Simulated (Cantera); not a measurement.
Source: NASA polynomial tables (part measured, part estimated), evaluated in Cantera. Values are per mole of reaction as written; species without (g) are pure solids or liquids, kept so even where they would boil at 1 bar. The tables' values for C₂F₄ are old estimates.

**Question.** Between 748 and 1448 K, where is each reaction favourable under standard conditions?
- CuF₂(g) + C₂F₄(g) ⇌ Cu + 2 CF₃(g)

**Answer.** 
- CuF₂(g) + C₂F₄(g) ⇌ Cu + 2 CF₃(g): ΔG° is -12 kJ at 748 K and -10 kJ at 1448 K; it stays negative (K > 1). ΔH° is 1 kJ and ΔS° 8 J/K at 1448 K.
